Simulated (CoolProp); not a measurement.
Fluoroethane (R161) along the isobar 50 bar: Z from the reference equation and from simpler models built on Tc = 102.1 °C, pc = 50.10 bar, ω = 0.216; each cubic takes its own stable root.

Computed with CoolProp (reference Helmholtz-energy equation of state, Wu 2012).

| T (°C) | phase | reference |
|---|---|---|
| -127.05 | liquid | 0.2108 |
| -99.35 | liquid | 0.1841 |
| -71.75 | liquid | 0.1653 |
| -44.15 | liquid | 0.1516 |
| -16.55 | liquid | 0.1419 |
| 11.15 | liquid | 0.1357 |
| 38.75 | liquid | 0.1332 |
| 66.35 | liquid | 0.1361 |
| 93.95 | liquid | 0.1547 |
| 121.65 | gas | 0.6158 |
| 149.25 | gas | 0.7300 |
| 176.85 | gas | 0.7951 |

Q: How far does each simpler model (van der Waals, Redlich-Kwong) lie from the reference over these 12 states: mean and median of the absolute difference, and the worst?

A: 
- van der Waals: mean 54.9 %, median 72.5 %, worst +73.9 % at -127.05 °C and 50 bar
- Redlich-Kwong: mean 17.2 %, median 17.9 %, worst +38.0 % at 93.95 °C and 50 bar
